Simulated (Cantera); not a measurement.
A perfectly stirred reactor is fed with 43.5 % CH₄, 56.5 % H₂, at 0.00340 bar; it is held at 2000 K, and followed from long to short residence time.

Computed with Cantera and GRI-Mech 3.0 (53 species, 325 reactions). GRI-Mech 3.0 stops at C3 and has no aromatics, soot or wall deposition, so with more carbon than oxygen in the feed, carbon stays in small species such as C2H2 where larger ones or solid carbon would form. Radical loss at walls, strong at low pressure, is not modelled.

x: mole fraction; the columns are a selection and need not sum to one.

```csv
τ (s),x CH₄,x H₂,x H,x C₂H₄,x CH₂
0.54,0.0349,0.819,0.00505,0.000340,___
0.31,0.0498,0.809,0.00461,0.000606,___
0.17,0.0715,0.794,0.00419,0.00110,2.40e-5
0.099,0.0972,0.776,0.00383,0.00184,2.60e-5
0.057,0.131,0.753,0.00347,0.00299,2.80e-5
0.032,0.175,0.723,0.00305,0.00472,2.95e-5
0.018,0.230,0.686,0.00258,0.00677,2.96e-5
0.010,0.298,0.642,0.00198,0.00818,___
0.0059,0.361,0.603,0.00137,0.00693,___
0.0034,0.406,0.577,0.000797,0.00320,___
```

Problem. Complete the blanks.

Solution. 
- 0.54, x CH₂: 1.98e-5
- 0.31, x CH₂: 2.18e-5
- 0.010, x CH₂: 2.65e-5
- 0.0059, x CH₂: 1.95e-5
- 0.0034, x CH₂: 1.01e-5
